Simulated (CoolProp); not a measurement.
Vapour-liquid equilibrium of o-xylene (1) + n-nonane (2) at 339.7 K; x and y are mole fractions of (1).

Model: multi-fluid Helmholtz-energy mixture model, Zhou 2012 and Lemmon 2006; pair parameters Bell 2016, in CoolProp.

Task: Give the bubble pressure and the first vapour's composition at x = 0.2, 0.8, 0.875. Is there an azeotrope?

Result: x = 0.2: 0.006079 MPa, y = 0.284; x = 0.8: 0.007213 MPa, y = 0.820; x = 0.875: 0.007261 MPa, y = 0.883. No azeotrope shows between x = 0.05 and 0.95.

The pair parameters rest on a limited set of measurements; away from them the model extrapolates.
